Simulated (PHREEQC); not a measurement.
## Buffer: an equilibrium model

Solution (25 °C): 0.072 mol H3BO3, 0.05 mol NaOH and 5.4e-05 mol KCl per kg of water. Closed to the air; pH follows from the charge balance.

Equilibrium calculation in PHREEQC: Pitzer model, pitzer.dat.

No solid was allowed to form.

**Question.** What pH, ionic strength does the model give?

**Answer.** pH 9.54; ionic strength 0.0504 mol/kgw.

**Question.** In which forms is B present?

**Answer.** B(OH)4- 67 %, B(OH)3 27 %, B3O3(OH)4- 4.2 %, B4O5(OH)4-2 1.8 % of the B.
